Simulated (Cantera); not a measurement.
Charge: 1 mol Ta(OEt)5, 2.2 mol O2, 61 mol H2, at 998.15 K and 1.80 mbar.

Cantera equilibrium calculation (NASA polynomials, part measured and part estimated; ideal gas, pure solids and liquids). Candidate condensed phases: C, C6H6, C7H8, C8H18, H2O, Ta, TaC, Ta2O5; 113 gas species. The feed counts by its element totals alone. TaC: taken at fixed stoichiometry. Condensed phases not in the tables: Ta2C. Kinetics and transport are ignored.

Base state: H2 0.890, CO 0.110, H2O 0.000121, CH4 8.27e-5, CO2 2.16e-5 (mole fractions); condensed: TaC(s) + Ta2O5(s).

### Question
What changes in the equilibrium state with this change: O2 from 2.2 to 8.2 mol?

### Answer
```json
[
 {"species": "H2", "before": "0.890", "after": "0.791"},
 {"species": "CO", "before": "0.110", "after": "0.103"},
 {"species": "H2O", "before": "0.000121", "after": "0.0897"},
 {"species": "CO2", "before": "2.16e-5", "after": "0.0169"},
 {"species": "CH4", "before": "8.27e-5", "after": "7.28e-8"},
 {"species": "TaC(s), mol", "before": "0.887", "after": "0"},
 {"species": "Ta2O5(s), mol", "before": "0.0564", "after": "0.500"}
]
```
